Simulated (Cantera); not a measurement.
Input: 1 mol Ti(OiPr)4, 15 mol H2, equilibrated at 0.133 bar.

Method: chemical equilibrium by Gibbs-energy minimisation in Cantera with the NASA 1993 tables (ideal gas, pure condensed phases). Candidate condensed phases: C, C6H6, C7H8, C8H18, H2O, Ti, TiC, TiO, TiO2, Ti2O3, Ti3O5, Ti4O7; 113 gas species. The feed counts by its element totals alone. TiC: taken at fixed stoichiometry. Equilibrium is a limit: real reactors are often held back by kinetics, nucleation or transport.

x: gas mole fraction; n: condensed amount in mol.

```
T (K)   x H2   x CO         x H  x C2H2 (acetylene)       x CH4       x H2O       x CH3  n C(graphite)  n TiC(s)
-----  -----  -----  ----------  ------------------  ----------  ----------  ----------  -------------  --------
1575   0.878  0.121    0.000107             1.85e-5    0.000187     1.46e-5     4.62e-7           6.99      1.00
1675   0.878  0.121    0.000298             5.10e-5    0.000124     7.89e-6     8.56e-7           6.99      1.00
1775   0.878  0.121  (withheld)          (withheld)  (withheld)  (withheld)  (withheld)           6.99      1.00
1875   0.877  0.121     0.00168            0.000278     6.21e-5     2.83e-6     2.39e-6           6.98      1.00
1975   0.875  0.121     0.00351            0.000568     4.63e-5     1.83e-6     3.69e-6           6.96      1.00
2075   0.871  0.121  (withheld)          (withheld)  (withheld)  (withheld)  (withheld)           6.93     1.000
2175   0.865  0.120      0.0124             0.00193     2.77e-5     8.60e-7     7.66e-6           6.87     1.000
```

**Question.** Fill in the missing entries.

**Answer.** 
- 2075, x H: 0.00681
- 2075, x C2H2 (acetylene): 0.00108
- 2075, x CH4: 3.55e-5
- 2075, x H2O: 1.23e-6
- 2075, x CH3: 5.43e-6
- 1775, x H: 0.000743
- 1775, x C2H2 (acetylene): 0.000125
- 1775, x CH4: 8.60e-5
- 1775, x H2O: 4.59e-6
- 1775, x CH3: 1.47e-6
